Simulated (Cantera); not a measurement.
Charge: 1 mol B, 11 mol NH3, 34 mol H2.

These are equilibrium values from Cantera (NASA tables, ideal gas, pure condensed phases), not measurements of a reactor. Candidate condensed phases: B, BN; 15 gas species. Equilibrium is a limit: real reactors are often held back by kinetics, nucleation or transport.

Question: What condenses at these points (T in K, P in Pa): (2100, 1000); (2400, 220); (1700, 4600); (1500, 1000); (2100, 10); (1200, 1000)?

Answer: 
```csv
T (K),P in Pa,condensed phases,B condensed (%)
2100,1000,BN,96.7
2400,220,gas only,0.0
1700,4600,BN,100.0
1500,1000,BN,100.0
2100,10,B,54.0
1200,1000,BN,100.0
```
